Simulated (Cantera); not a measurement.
**Equilibrium for roasting and sulfation: Fe2O3 + SO2 + O2**

Charge: 1 mol Fe2O3, 0.79 mol SO2, 0.11 mol O2, at 1775 K and 11.0 mbar.

Cantera equilibrium calculation (NASA polynomials, part measured and part estimated; ideal gas, pure solids and liquids). Candidate condensed phases: Fe, FeO, FeS, FeSO4, FeS2, Fe2O3, Fe2(SO4)3, Fe3O4, S; 12 gas species. Equilibrium is a limit: real reactors are often held back by kinetics, nucleation or transport.

The x(SO2) is 0.740 and the x(O2) is 0.259. The x(O) is 0.000465 and the x(SO3) is 0.000454. The x(SO) is 0.000207. The x(FeO) is 4.17e-6, the n(Fe3O4(s)) is 0.667 mol and the gas amount is 1.067 mol. The log10 activity of Fe(δ) (absent) is -3.78 and the log10 activity of S(l) (absent) is -7.82.
